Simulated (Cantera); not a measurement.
A diamond (100) surface in a fixed gas of H2 with x(CH4) = 0.0025, x(H) = 0.031, x(CH3) = 4.9e-05, 0.0720 atm; coverages are run to steady state.

Detailed kinetics in Cantera: the Harris–Goodwin 1993 mechanism for the reconstructed diamond (100) surface.

One state of this run: growth (µm/h) = 1.69; θ c6HH = 0.619; θ c6H* = 0.0166; θ c6*H = 0.355; θ c6** = 0.00823; θ c6HM = 0.000960. θ: site fractions in the mechanism's names (c6HH fully hydrogenated, c6H* and c6*H radical sites, c6** diradical, c6HM methylated).

### Question
Which value of T (K) does it belong to?
(A) 975
(B) 1025
(C) 1225
(D) 925

### Answer
A, 975
